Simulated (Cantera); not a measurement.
An adiabatic, constant-volume homogeneous reactor starts with 9.74 % CH₄, 0.585 % CO, 18.9 % O₂, 70.8 % N₂, at 1725 K and 1.01 bar.

Model: GRI-Mech 3.0 (53 species, 325 reactions), integrated in Cantera.

x: mole fraction; the columns are a selection and need not sum to one.

```json
[
 {"t (s)": "1.00e-6", "T (K)": "1725", "P (bar)": "1.01", "x CH₄": "0.0974", "x CO": "0.00585", "x O₂": "0.189", "x NO": "<1e-12", "x O": "1.22e-7"},
 {"t (s)": "3.88e-6", "T (K)": "1725", "P (bar)": "1.01", "x CH₄": "0.0974", "x CO": "0.00585", "x O₂": "0.189", "x NO": "<1e-12", "x O": "1.60e-7"},
 {"t (s)": "1.51e-5", "T (K)": "1725", "P (bar)": "1.01", "x CH₄": "0.0973", "x CO": "0.00585", "x O₂": "0.189", "x NO": "<1e-12", "x O": "3.06e-7"},
 {"t (s)": "5.85e-5", "T (K)": "1725", "P (bar)": "1.01", "x CH₄": "0.0965", "x CO": "0.00586", "x O₂": "0.188", "x NO": "1.17e-11", "x O": "1.46e-6"},
 {"t (s)": "0.000227", "T (K)": "2957", "P (bar)": "1.86", "x CH₄": "<1e-12", "x CO": "0.0582", "x O₂": "?", "x NO": "?", "x O": "?"},
 {"t (s)": "0.000881", "T (K)": "2969", "P (bar)": "1.87", "x CH₄": "<1e-12", "x CO": "0.0583", "x O₂": "0.0204", "x NO": "0.0125", "x O": "0.0107"},
 {"t (s)": "0.00342", "T (K)": "2968", "P (bar)": "1.87", "x CH₄": "<1e-12", "x CO": "0.0583", "x O₂": "0.0202", "x NO": "0.0130", "x O": "0.0106"},
 {"t (s)": "0.0133", "T (K)": "2968", "P (bar)": "1.87", "x CH₄": "<1e-12", "x CO": "0.0583", "x O₂": "0.0202", "x NO": "0.0130", "x O": "0.0106"},
 {"t (s)": "0.0515", "T (K)": "2968", "P (bar)": "1.87", "x CH₄": "<1e-12", "x CO": "0.0583", "x O₂": "0.0202", "x NO": "0.0130", "x O": "0.0106"},
 {"t (s)": "0.200", "T (K)": "2968", "P (bar)": "1.87", "x CH₄": "<1e-12", "x CO": "0.0583", "x O₂": "0.0202", "x NO": "0.0130", "x O": "0.0106"}
]
```

Question: Complete the blanks.

Answer: 
- 0.000227, x O₂: 0.0243
- 0.000227, x NO: 0.00190
- 0.000227, x O: 0.0127
